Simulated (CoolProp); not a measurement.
Values from CoolProp's reference Helmholtz-energy equation of state, Lemmon 2006. It is a short technical equation, of lower accuracy than the large ones.

Q: For CH3F (R41), give the phase and the density (kg/m³), cv (kJ/(kg K)), speed of sound (m/s), fugacity coefficient at 86.75 °C and 50.6 bar.

A: 
- 86.75 °C and 50.6 bar: gas; density 75.7, cv 1.13, speed of sound 288, fugacity coefficient 0.794
